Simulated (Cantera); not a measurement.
Low-pressure radical oxidation in H2/O2

An isothermal, constant-pressure homogeneous reactor starts with 28.1 % H₂, 71.9 % O₂, at 1125 K and 2670 Pa.

Computed with Cantera and GRI-Mech 3.0 (53 species, 325 reactions). Radical loss at walls, strong at low pressure, is not modelled. The temperature is held fixed by assumption; the heat of reaction is taken as removed at once.

| t (s) | x H₂ | x O₂ | x HO₂ | x H₂O | x H₂O₂ | x OH |
|---|---|---|---|---|---|---|
| 1.00e-6 | 0.281 | 0.719 | 8.15e-11 | <1e-12 | <1e-12 | <1e-12 |
| 8.36e-6 | 0.281 | 0.719 | 6.82e-10 | 2.21e-11 | <1e-12 | 4.86e-11 |
| 6.99e-5 | 0.281 | 0.719 | 5.76e-9 | 6.56e-9 | 4.54e-12 | 1.77e-9 |
| 0.000585 | 0.278 | 0.718 | 7.02e-6 | 0.00194 | 1.24e-8 | 0.000292 |
| 0.00489 | 0.00323 | 0.663 | 2.60e-5 | 0.314 | 1.47e-6 | 0.00409 |
| 0.0409 | 2.61e-5 | 0.673 | 1.79e-6 | 0.326 | 3.06e-7 | 0.000355 |
| 0.342 | 8.97e-7 | 0.674 | 9.57e-8 | 0.326 | 3.84e-8 | 7.27e-5 |
| 2.86 | 7.21e-8 | 0.674 | 1.14e-8 | 0.326 | 5.01e-9 | 2.13e-5 |
| 23.9 | 9.18e-9 | 0.674 | 8.32e-9 | 0.326 | 7.70e-10 | 7.63e-6 |
| 200 | 5.91e-9 | 0.674 | 9.64e-9 | 0.326 | 5.12e-10 | 6.06e-6 |
x: mole fraction; the columns are a selection and need not sum to one.

Equilibrium at this temperature and pressure: H₂ 5.91e-9, O₂ 0.674, HO₂ 9.64e-9, H₂O 0.326, H₂O₂ 5.12e-10, OH 6.06e-6 (gas phase only).
